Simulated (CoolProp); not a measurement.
Properties of tetrahydrofuran along the isobar 0.101 MPa (Tc = 540.2 K, pc = 5.304 MPa, ω = 0.234).

The numbers come from the reference Helmholtz-energy equation of state, Fiedler 2023 in CoolProp.

```tsv
T (K)	phase	density (kg/m³)	cp (kJ/(kg K))
302.6	liquid	?	1.740
316	liquid	?	?
329.5	liquid	846.8	1.845
343	gas	?	1.267
356.4	gas	2.518	?
369.9	gas	2.420	?
383.3	gas	2.330	1.429
396.8	gas	2.246	1.482
410.3	gas	2.169	1.534
423.7	gas	2.097	1.585
437.2	gas	2.029	?
```

Task: What belongs in the gaps?

Result: 
- 302.6, density (kg/m³): 877.1
- 316, density (kg/m³): 862.2
- 316, cp (kJ/(kg K)): 1.791
- 343, density (kg/m³): 2.625
- 356.4, cp (kJ/(kg K)): 1.321
- 369.9, cp (kJ/(kg K)): 1.375
- 437.2, cp (kJ/(kg K)): 1.636
